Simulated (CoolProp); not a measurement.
Model: reference Helmholtz-energy equation of state, Lemmon 2005, in CoolProp.

Question: For R125, give the phase and the isothermal compressibility (1/MPa), conductivity (mW/(m K)) at 297.8 K and 452 kPa; 307 K and 452 kPa; 325.4 K and 452 kPa.

Answer: 
- 297.8 K and 452 kPa: gas; isothermal compressibility 2.40, conductivity 14.1
- 307 K and 452 kPa: gas; isothermal compressibility 2.37, conductivity 14.8
- 325.4 K and 452 kPa: gas; isothermal compressibility 2.34, conductivity 16.2

Thermal conductivity comes from a separate model (Perkins 2006).
